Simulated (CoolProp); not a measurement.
Vapour-liquid equilibrium of sulfur hexafluoride (1) + R113 (2) at 243.5 K; x and y are mole fractions of (1).

Computed with CoolProp (multi-fluid Helmholtz-energy mixture model, Guder 2009 and Marx 1992; pair parameters Bell 2016).

| x | bubble pressure (kPa) | y at the bubble point | dew pressure at overall composition x (kPa) | liquid density (mol/L) |
|---|---|---|---|---|
| 0.05 | 63.92 | 0.954 | 3.039 | 9.135 |
| 0.15 | 95.78 | 0.970 | 3.397 | 9.391 |
| 0.25 | 103.8 | 0.973 | 3.851 | 9.676 |
| 0.35 | 115.5 | 0.976 | 4.444 | 9.989 |
| 0.45 | 137.4 | 0.982 | 5.252 | 10.33 |
| 0.55 | 173.4 | ? | 6.421 | 10.68 |
| 0.65 | ? | 0.994 | 8.260 | 11.05 |
| 0.75 | 299.5 | 0.997 | 11.57 | 11.41 |
| 0.85 | 384.7 | ? | 19.33 | 11.72 |
| 0.95 | 465.9 | 1.000 | ? | 11.91 |

Some entries are withheld; supply them.


- 0.55, y at the bubble point: 0.988
- 0.65, bubble pressure (kPa): 227.0
- 0.85, y at the bubble point: 0.999
- 0.95, dew pressure at overall composition x (kPa): 58.31

No azeotrope shows between x = 0.05 and 0.95.

The pair parameters rest on a limited set of measurements; away from them the model extrapolates. The gap from Raoult's law changes sign with composition, which may be real or a fault of the pair parameters; it wasn't checked against measurements. With so large a gap from Raoult's law the liquid may split in two, which this calculation doesn't test in full.
